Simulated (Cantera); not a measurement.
Input (Python, Cantera) and output of one run.

```python
import numpy as np
import cantera as ct

gas_names = """
    H HO2 H2 H2O H2O2 O OH O2 O3 Ta TaO TaO2
""".split()
cond_names = """
    H2O(s) H2O(L) Ta(cr) Ta(L) Ta2O5(s) Ta2O5(L)
""".split()


# ... load() reads the species with a 1 bar reference pressure and builds the phases ...
atoms = {
    'Ta2O5': {'Ta': 2, 'O': 5},
    'H2': {'H': 2},
    'H2O': {'H': 2, 'O': 1},
}
top_T = {}  # K; cautious upper limits of use, not melting points


# ... equilibrate(T, P, feed) seeds the gas with the atoms and calls Mixture.equilibrate('TP', solver="vcs", rtol=1e-11, max_steps=5000) ...
results = []
feed = {'Ta2O5': 1, 'H2': 2200, 'H2O': 5.7}  # mol
T = 2198.15  # K
for P in [10, 52, 270, 1400, 7200, 37000, 190000, 1000000]:
    mix = equilibrate(T, P, feed)
    results.append((T, P, feed, dict(zip(mix.species_names, mix.species_moles))))

top = {s: max(r[3][s] / sum(r[3][g] for g in gas_names) for r in results) for s in gas_names}
cols = sorted((s for s in top if top[s] > 0.001), key=lambda s: -top[s])[:6]
seen = [c for c in cond_names if any(r[3].get(c, 0) > 1e-12 for r in results)]
print("log10 of partial pressures in bar; condensed amounts in mol")
print(f"{'P/Pa':>10s}" + "".join(f"{s[:9]:>10s}" for s in cols + seen))
for T, P, feed, n in results:
    ng = sum(n[g] for g in gas_names)
    print(f"{P:10.4g}" + "".join(f"{np.log10(max(n[s] / ng * P / 1e5, 1e-99)):10.3f}" for s in cols)
          + "".join(f"{n.get(c, 0):10.4g}" for c in seen))
```

It prints:

```
log10 of partial pressures in bar; condensed amounts in mol
      P/Pa        H2         H       H2O    Ta(cr)  Ta2O5(L)
        10    -4.241    -4.374    -6.662         0         0
        52    -3.392    -3.950    -5.848         0         0
       270    -2.617    -3.562    -5.093         0         0
      1400    -1.876    -3.192    -4.361         0         0
      7200    -1.153    -2.831    -3.591    0.7086    0.2747
   3.7e+04    -0.437    -2.473    -2.875    0.8828    0.4869
   1.9e+05     0.275    -2.116    -2.162    0.9198    0.5262
     1e+06     0.998    -1.755    -1.440    0.9285    0.5331
```

Equilibrium computed with Cantera from the NASA thermochemical tables; the gas is ideal and each condensed phase is pure. Mutual solubility and eutectic melting of coexisting phases are not modelled. Condensed phases not in the tables: N, O or C dissolved in the metal.
